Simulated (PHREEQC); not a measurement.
**Brine: an equilibrium model**

Consider water at 25 °C with 1.6 mol/kgw HCl and 0.19 mol/kgw K2SO4. Closed to the air; pH follows from the charge balance.

The numbers come from PHREEQC with the Pitzer model, pitzer.dat.

No solid was allowed to form.

### Question
What pH, density, ionic strength does the model give?

### Answer
pH -0.32; density 1.045 g/cm³; ionic strength 1.87 mol/kgw.

### Question
In which forms is S present?

### Answer
HSO4- 80 %, SO4-2 20 % of the S.

Complexes and solids missing from the database can't appear. In brines, pH and single-ion activities rest on the MacInnes convention.
